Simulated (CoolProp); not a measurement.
Tetradecamethylhexasiloxane (MD4M) along the isotherm 333.25 °C: density (kg/m³) from the reference equation and from simpler models built on Tc = 380.0 °C, pc = 0.8286 MPa, ω = 0.800; each cubic takes its own stable root.

Computed with CoolProp (reference Helmholtz-energy equation of state, Thol 2019).

```tsv
p (MPa)	phase	reference	Redlich-Kwong	Soave-Redlich-Kwong	Peng-Robinson
0.155	gas	15.82	15.40	15.56	15.68
0.311	gas	37.27	34.60	35.65	36.30
0.466	liquid	520.3	61.13	441.3	498.5
0.621	liquid	526.0	394.0	450.7	508.5
0.777	liquid	531.1	409.8	459.0	517.4
0.932	liquid	535.7	422.2	466.4	525.3
1.09	liquid	540.0	432.8	473.2	532.6
1.24	liquid	543.8	441.6	479.0	538.9
```

At some of these states Redlich-Kwong gives the other phase, because its saturation line lies elsewhere.
